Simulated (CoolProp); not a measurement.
Vapour pressure (MPa) of nitrous oxide: the reference equation beside estimates from Tc = 309.5 K, pc = 7.245 MPa, ω = 0.161.

Model: reference Helmholtz-energy equation of state, Lemmon 2006, in CoolProp. It is a short technical equation, of lower accuracy than the large ones.

```tsv
T (K)	reference	van der Waals	Redlich-Kwong
198.8	0.2200	0.9223	0.2930
205.2	0.3005	1.094	0.3935
211.6	0.4017	1.286	0.5172
218.1	0.5292	1.502	0.6696
224.5	0.6822	1.737	0.8490
230.9	0.8661	1.994	1.060
237.3	1.084	2.274	1.306
243.8	1.345	2.584	1.594
250.2	1.644	2.913	1.917
```

Absolute difference from the reference over all 9 rows, mean and median: van der Waals 172.4 and 154.6 %, Redlich-Kwong 24.7 and 24.5 %.
